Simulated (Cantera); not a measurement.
Mixture: CH₄ : C₂H₆ : O₂ : N₂ = 1 : 0.035 : 2.5 : 9.39 (molar parts), equivalence ratio 0.85, at 0.640 bar, adiabatic and at constant pressure. Ignition delay is the time to a rise of 400 K.

Model: GRI-Mech 3.0 (53 species, 325 reactions), integrated in Cantera.

Problem. What does this change do: constant volume in place of constant pressure?

Solution. 
| quantity | before | after |
|---|---|---|
| delay at 1225 K | 17.2 ms | 16.4 ms |
| delay at 1325 K | 4.71 ms | 4.46 ms |
| delay at 1425 K | 1.43 ms | 1.34 ms |
| delay at 1525 K | 0.512 ms | 0.475 ms |
| delay at 1625 K | 0.221 ms | 0.203 ms |
| delay at 1725 K | 0.113 ms | 0.104 ms |
| delay at 1825 K | 67.1 µs | 60.9 µs |
| apparent activation energy between 1625 and 1825 K | 150 kJ/mol | 150 kJ/mol |

Problem. What does this change do: pressure from 0.640 bar to 5.00 bar?

Solution. 
```csv
quantity,before,after
delay at 1225 K,17.2 ms,3.12 ms
delay at 1325 K,4.71 ms,1.02 ms
delay at 1425 K,1.43 ms,0.356 ms
delay at 1525 K,0.512 ms,0.133 ms
delay at 1625 K,0.221 ms,54.7 µs
delay at 1725 K,0.113 ms,25.5 µs
delay at 1825 K,67.1 µs,13.4 µs
apparent activation energy between 1625 and 1825 K,150 kJ/mol,170 kJ/mol
```
